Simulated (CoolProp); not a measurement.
Octamethyltrisiloxane (MDM) along the isobar 1820 kPa: density (kg/m³) from the reference equation and from simpler models built on Tc = 565.4 K, pc = 1438 kPa, ω = 0.528; each cubic takes its own stable root.

Values from CoolProp's reference Helmholtz-energy equation of state, Thol 2017.

```json
[
 {"T (K)": "303.1", "phase": "liquid", "reference": "812.9"},
 {"T (K)": "323.9", "phase": "liquid", "reference": "792.2"},
 {"T (K)": "344.7", "phase": "liquid", "reference": "771.1"},
 {"T (K)": "365.5", "phase": "liquid", "reference": "749.5"},
 {"T (K)": "386.3", "phase": "liquid", "reference": "727.2"},
 {"T (K)": "407.1", "phase": "liquid", "reference": "704.1"},
 {"T (K)": "427.9", "phase": "liquid", "reference": "680.0"},
 {"T (K)": "448.7", "phase": "liquid", "reference": "654.4"},
 {"T (K)": "469.5", "phase": "liquid", "reference": "627.0"},
 {"T (K)": "490.3", "phase": "liquid", "reference": "597.0"},
 {"T (K)": "511.1", "phase": "liquid", "reference": "563.1"},
 {"T (K)": "531.9", "phase": "liquid", "reference": "522.8"}
]
```

Q: How far does each simpler model (van der Waals, Redlich-Kwong, Peng-Robinson) lie from the reference over these 12 states: mean and median of the absolute difference, and the worst?

A: 
- van der Waals: mean 39.4 %, median 39.6 %, worst -41.7 % at 303.1 K and 1820 kPa
- Redlich-Kwong: mean 15.1 %, median 14.6 %, worst -17.6 % at 531.9 K and 1820 kPa
- Peng-Robinson: mean 2.5 %, median 2.6 %, worst +3.8 % at 427.9 K and 1820 kPa
